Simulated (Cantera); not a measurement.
Input (Python, Cantera):

```python
import numpy as np
import cantera as ct

gas = ct.Solution("gri30.yaml")
gas.TPX = 1400, 250000, {'CH4': 0.03, 'O2': 0.018, 'N2': 1}
inlet = ct.Reservoir(gas, clone=True)

reactor = ct.IdealGasConstPressureReactor(gas, energy="off", clone=False)
exhaust = ct.Reservoir(gas, clone=True)
tau = [9.1, 3.6, 1.4, 0.54, 0.21, 0.083, 0.032, 0.013, 0.0049, 0.0019][0]
for a, b in ((inlet, reactor), (reactor, exhaust)):
    ct.MassFlowController(a, b, mdot=lambda t: reactor.mass / tau)
net = ct.ReactorNet([reactor])
show = ['CH4', 'O2', 'C2H6', 'NO2', 'C2H2', 'C2H4', 'OH']

rows = []
print(f"{'tau/s':>10s}{'T/K':>9s}" + "".join(f"{s:>11s}" for s in show))
for tau in [9.1, 3.6, 1.4, 0.54, 0.21, 0.083, 0.032, 0.013, 0.0049, 0.0019]:
    net.initial_time = 0.0
    net.advance(30 * tau)
    before = gas.X
    net.advance(40 * tau)
    drift = np.max(np.abs(gas.X - before) / (gas.X + 1e-9))
    rows.append([gas.T, *gas[show].X, drift])
    print(f"{tau:10.3e}{gas.T:9.1f}" + "".join(f"{x:11.3e}" for x in gas[show].X))
```

Result:

```
     tau/s      T/K        CH4         O2       C2H6        NO2       C2H2       C2H4         OH
 9.100e+00   1400.0  9.195e-03  2.172e-04  1.229e-05  2.506e-13  2.748e-03  1.700e-04  1.175e-08
 3.600e+00   1400.0  1.023e-02  4.503e-04  2.369e-05  7.105e-13  2.413e-03  2.079e-04  1.674e-08
 1.400e+00   1400.0  1.106e-02  8.716e-04  4.401e-05  1.693e-12  2.071e-03  2.923e-04  2.535e-08
 5.400e-01   1400.0  1.190e-02  1.606e-03  7.934e-05  3.634e-12  1.708e-03  4.383e-04  4.064e-08
 2.100e-01   1400.0  1.298e-02  2.867e-03  1.393e-04  7.258e-12  1.319e-03  6.566e-04  6.763e-08
 8.300e-02   1400.0  1.479e-02  5.142e-03  2.401e-04  1.307e-11  9.016e-04  9.350e-04  1.099e-07
 3.200e-02   1400.0  1.985e-02  1.073e-02  4.098e-04  1.387e-11  3.640e-04  1.059e-03  1.234e-07
 1.300e-02   1400.0  2.763e-02  1.664e-02  1.676e-04  3.766e-13  7.316e-06  1.055e-04  2.254e-08
 4.900e-03   1400.0  2.845e-02  1.709e-02  3.793e-05  1.001e-14  1.545e-07  8.146e-06  8.736e-09
 1.900e-03   1400.0  2.858e-02  1.716e-02  8.576e-06  5.820e-16  6.330e-09  1.014e-06  4.977e-09
```

Cantera simulation using GRI-Mech 3.0 (53 species, 325 reactions); the numbers are that mechanism's predictions, not measurements. The temperature is held fixed by assumption; the heat of reaction is taken as removed at once.
